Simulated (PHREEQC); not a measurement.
# Copper plating or etch bath

Make-up at 25 °C: 1.7 mmol/kgw CuSO4 and 0.057 mmol/kgw H2SO4. Closed to the air; pH follows from the charge balance.

Equilibrium calculation in PHREEQC: ion-association model, phreeqc.dat.

Precipitation was switched off in this run.

Problem. Estimate the pH.

Solution. pH 4.02.

Problem. In which forms is S present?

Solution. SO4-2 86 %, CuSO4 14 %, HSO4- 0.6 % of the S.
